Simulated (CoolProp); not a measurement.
Ethanol at 293.15 K and 0.118 MPa flows at 3.9 m/s in a round tube of 10 mm bore and 0.25 µm roughness, fully developed (64/Re and Nu = 3.66 if laminar; Colebrook and Gnielinski if turbulent). Each further row changes one setting.

The numbers come from the reference Helmholtz-energy equation of state, Schroeder 2014 in CoolProp.

```csv
case,Reynolds number,Darcy friction factor,pressure drop (Pa/m),heat-transfer coefficient (W/(m² K)),mass flow (kg/h)
as stated,25800,0.0244,14700,4320,871
velocity 7.8 m/s,51600,0.0208,50000,8010,1740
diameter 20 mm,51600,0.0208,6240,4000,3480
```

Viscosity comes from a separate model (Kiselev 2005). Thermal conductivity comes from a separate model (Assael 2013).
